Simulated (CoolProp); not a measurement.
A single-stage vapour-compression cycle with dimethyl ether: evaporating at 242.15 K (dew point), condensing at 296.15 K (bubble point), superheat 10 K, subcooling 8 K, compressor efficiency 0.8, no pressure losses. Each further row changes one setting.

Computed with CoolProp (reference Helmholtz-energy equation of state, Wu 2011).

| case | cooling COP | pressure ratio | discharge temperature (K) | refrigerating effect (kJ/kg) | volumetric capacity (kJ/m³) |
|---|---|---|---|---|---|
| as stated | 3.07 | 7.26 | 344.6 | 380 | 657 |
| evaporating temperature 247.15 K | 3.52 | 5.80 | 339.5 | 386 | 823 |
| condensing temperature 291.15 K | 3.45 | ? | 337.2 | 392 | 678 |
| subcooling 13 K | ? | 7.26 | 344.6 | 392 | 678 |
| superheat 20 K | ? | 7.26 | ? | ? | ? |
| compressor efficiency 0.7 | ? | 7.26 | ? | 380 | 657 |

Problem. Some entries are withheld; supply them.

Solution. 
- condensing temperature 291.15 K, pressure ratio: 6.26
- subcooling 13 K, cooling COP: 3.17
- superheat 20 K, cooling COP: 3.06
- superheat 20 K, discharge temperature (K): 355.8
- superheat 20 K, refrigerating effect (kJ/kg): 394
- superheat 20 K, volumetric capacity (kJ/m³): 653
- compressor efficiency 0.7, cooling COP: 2.69
- compressor efficiency 0.7, discharge temperature (K): 355.0
